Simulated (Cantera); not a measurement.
Input: 1 mol Al(CH₃)₃, 0.63 mol N₂O, 110 mol H₂, at 1500 K.

These are equilibrium values from Cantera (NASA tables, ideal gas, pure condensed phases), not measurements of a reactor. Candidate condensed phases: Al, AlN, Al₂O₃, C, C₆H₆, C₇H₈, C₈H₁₈, H₂O; 148 gas species. The feed counts by its element totals alone. Mutual solubility and eutectic melting of coexisting phases are not modelled. Rates play no part.

x: gas mole fraction; n: condensed amount in mol.

```tsv
P (Pa)	x H₂	x CO	x CH₄	x N₂	n AlN(s)	n C(graphite)	n Al₂O₃(s)
10	0.989	0.00545	?	0.00183	0.831	2.36	0
28	0.992	0.00546	?	0.00130	0.957	2.36	0
77	0.993	0.00546	?	0.00115	0.990	2.36	0
220	0.993	0.00546	?	0.00112	0.998	2.36	0
600	0.993	0.00547	?	0.00111	0.999	2.36	0
1700	0.993	0.00547	?	0.00111	1.000	2.36	0
4600	0.993	0.00547	?	0.00111	1.000	2.35	0
13000	0.993	0.00547	?	0.00111	1.000	2.33	0
36000	0.994	0.00343	?	0.00179	0.843	2.49	0.0783
100000	0.993	0.00189	?	0.00231	0.725	2.48	0.138
```

**Question.** Fill in the missing entries.

**Answer.** 
- 10, x CH₄: 2.52e-7
- 28, x CH₄: 7.08e-7
- 77, x CH₄: 1.95e-6
- 220, x CH₄: 5.57e-6
- 600, x CH₄: 1.52e-5
- 1700, x CH₄: 4.31e-5
- 4600, x CH₄: 0.000117
- 13000, x CH₄: 0.000329
- 36000, x CH₄: 0.000914
- 100000, x CH₄: 0.00253
